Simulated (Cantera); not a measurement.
A Cantera script and what it prints.

```python
import numpy as np
import cantera as ct

gas_names = [...]  # 110 gases of nasa_gas.yaml made of C, H, O
cond_names = """
    C(gr) C6H6(L) C7H8(L) C8H18(L),n-octa H2O(s) H2O(L)
""".split()


# ... load() reads the species with a 1 bar reference pressure and builds the phases ...
atoms = {
    'C6H6': {'C': 6, 'H': 6},
    'CO2': {'C': 1, 'O': 2},
    'H2': {'H': 2},
}
top_T = {'C(gr)': 4500}  # K; cautious upper limits of use, not melting points


# ... equilibrate(T, P, feed) seeds the gas with the atoms and calls Mixture.equilibrate('TP', solver="vcs", rtol=1e-11, max_steps=5000) ...
results = []
feed = {'C6H6': 1, 'CO2': 0.16, 'H2': 8.3}  # mol
T = 873.15  # K
P = 3500  # Pa
mix = equilibrate(T, P, feed)
results.append((T, P, feed, dict(zip(mix.species_names, mix.species_moles))))
print(gas.report(threshold=0.001))
for i in range(1, mix.n_phases):
    print(f"{mix.phase(i).name:16s} {mix.phase_moles(i):12.5e} mol")
```

Result:

```
       temperature   873.15 K
          pressure   3500 Pa
           density   0.0014029 kg/m^3
  mean mol. weight   2.9099 kg/kmol
   phase of matter   gas

                          1 kg             1 kmol
                     ---------------   ---------------
          enthalpy        4.2709e+06        1.2428e+07  J
   internal energy         1.776e+06         5.168e+06  J
           entropy             66943         1.948e+05  J/K
    Gibbs function        -5.418e+07       -1.5766e+08  J
 heat capacity c_p             10489             30521  J/K
 heat capacity c_v            7631.4             22206  J/K

                      mass frac. Y      mole frac. X     chem. pot. / RT
                     ---------------   ---------------   ---------------
               CH4           0.07929          0.014382            -42.49
                CO           0.23239          0.024143           -47.561
                H2           0.66358           0.95781           -20.574
               H2O          0.021246         0.0034318           -66.794
     [ +106 minor]         0.0034882        0.00023065

C(gr)             5.71765e+00 mol
```

Method: chemical equilibrium by Gibbs-energy minimisation in Cantera with the NASA 1993 tables (ideal gas, pure condensed phases).
